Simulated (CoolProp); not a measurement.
A Linde-Hampson liquefier for CF4 (R14): isothermal reversible compression at 290 K from 1 atm to 40 MPa, throttling to 1 atm, return gas leaving the recuperator 0 K below the feed. Each further row changes one setting.

Model: reference Helmholtz-energy equation of state, Platzer 1990, in CoolProp. This equation is an older, rougher fit; its heat capacities, sound speeds and derivatives of the liquid may be far off and weren't checked against measurements.

```
case                        liquid yield per pass  compression work (kJ/kg of gas)
--------------------------  ---------------------  -------------------------------
as stated                                   0.318                              147
warm-end temperature 320 K                      …                                …
warm-end gap 5 K                                …                              147
```

Question: Fill in the missing entries.

Answer: 
- warm-end temperature 320 K, liquid yield per pass: 0.253
- warm-end temperature 320 K, compression work (kJ/kg of gas): 169
- warm-end gap 5 K, liquid yield per pass: 0.307
